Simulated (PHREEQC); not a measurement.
Dissolve 0.039 mol H2SO4, 0.00035 mol NiCl2 and 0.0001 mol MgCl2 per kg of water at 25 °C. Closed to the air; pH follows from the charge balance.

Model: ion-association model, wateq4f.dat, run in PHREEQC.

Problem. The ionic strength comes out as 0.0641 mol/kgw. What activity coefficients do Ni+2, HSO4-, Cl-, Mg+2, H+ get?

Solution. Ni+2 0.42, HSO4- 0.81, Cl- 0.80, Mg+2 0.45, H+ 0.84.

Precipitation was switched off in this run. Complexes and solids missing from the database can't appear.
